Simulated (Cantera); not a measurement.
## Premixed flame

A freely propagating, adiabatic, planar premixed flame of 20.9 % H2, 16.6 % O2, 62.4 % N2, unburnt at 700 K and 750 Torr; mixture-averaged transport, grid criteria slope 0.08 and curve 0.16, no radiation.

Model: the H2/O2 subset of GRI-Mech 3.0, which has no nitrogen chemistry, integrated in Cantera. Burning velocities carry a grid error of a few per cent, more on coarse grids. Lean hydrogen flames are cellular in practice and burn faster than this planar one.

```csv
z (mm),T (K),u (m/s),x H2,x O2,x H,x OH,x O,x H2O2
-1.41,700,6.93,0.209,0.166,<1e-8,<1e-8,<1e-8,<1e-8
-0.943,700,6.93,0.209,0.166,<1e-8,<1e-8,<1e-8,<1e-8
-0.707,700,6.93,0.209,0.166,<1e-8,<1e-8,<1e-8,<1e-8
-0.471,700,6.93,0.209,0.166,3.80e-7,<1e-8,2.58e-8,<1e-8
-0.236,722,7.10,0.203,0.167,0.000317,8.60e-5,2.22e-5,4.22e-6
-0.118,893,8.60,0.170,0.162,0.00514,0.000767,0.000580,9.39e-6
0,1247,11.7,0.0880,0.127,0.0231,0.00415,0.00624,7.02e-6
0.118,1516,14.1,0.0315,0.0865,0.0305,0.00980,0.0137,3.72e-6
0.236,1657,15.3,0.0195,0.0748,0.0256,0.0126,0.0149,2.06e-6
0.471,1803,16.5,0.0155,0.0708,0.0170,0.0144,0.0125,1.07e-6
0.943,1941,17.6,0.0117,0.0687,0.00936,0.0147,0.00894,6.00e-7
1.89,2053,18.4,0.00749,0.0677,0.00422,0.0133,0.00547,3.77e-7
3.77,2133,19.0,0.00398,0.0676,0.00149,0.0105,0.00282,2.56e-7
```
x: mole fraction of selected species; z is measured from the peak of heat release.

```yaml
laminar_burning_velocity: 693 cm/s
thermal_thickness: 0.471 mm
peak x(H): 0.0307
peak x(OH): 0.0148
peak x(O): 0.0150
peak x(H2O2): 9.43e-6
```
